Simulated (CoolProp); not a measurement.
Vapour-liquid equilibrium of R134a (1) + R245fa (2) at 329.7 K; x and y are mole fractions of (1).

Computed with CoolProp (multi-fluid Helmholtz-energy mixture model, Tillner-Roth 1994 and Akasaka 2015; pair parameters Akasaka 2014).

```
x     bubble pressure, mixture model (MPa)  bubble pressure, Raoult's law (MPa)  y, mixture model  y, Raoult's law
----  ------------------------------------  -----------------------------------  ----------------  ---------------
0.05                                0.4692                               0.4751             0.139            0.163
0.2                                 0.6222                               0.6446             0.426            0.480
0.35                                0.7783                               0.8141             0.608            0.666
0.5                                 0.9396                               0.9836             0.736            0.787
0.65                                 1.109                                1.153             0.833            0.873
0.8                                  1.288                                1.323             0.912            0.937
0.95                                 1.481                                1.492             0.979            0.986
```

The largest gap from Raoult's law is -4.5 % in bubble pressure, at x = 0.5. No azeotrope shows between x = 0.05 and 0.95.

Pair parameters are fitted to limited data, so mixtures are less certain than the pure fluids.
